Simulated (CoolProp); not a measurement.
Isopentane at several states: density (kg/m³) from the reference equation and from simpler models built on Tc = 187.2 °C, pc = 3.378 MPa, ω = 0.227; each cubic takes its own stable root.

Values from CoolProp's reference Helmholtz-energy equation of state, Lemmon 2006. It is a short technical equation, of lower accuracy than the large ones.

| T (°C) | p (MPa) | phase | reference | van der Waals | Redlich-Kwong | Soave-Redlich-Kwong | Peng-Robinson |
|---|---|---|---|---|---|---|---|
| 11.95 | 8.37 | liquid | 637.9 | 407.2 | 585.7 | 598.2 | 673.3 |
| 18.75 | 0.01 | gas | 0.2987 | 0.2980 | 0.2983 | 0.2984 | 0.2985 |
| 217.65 | 0.552 | gas | 10.24 | 10.20 | 10.25 | 10.23 | 10.29 |
| 117.25 | 0.0478 | gas | 1.071 | 1.069 | 1.071 | 1.071 | 1.072 |
| 37.45 | 0.11 | gas | 3.211 | 3.151 | 3.181 | 3.192 | 3.198 |
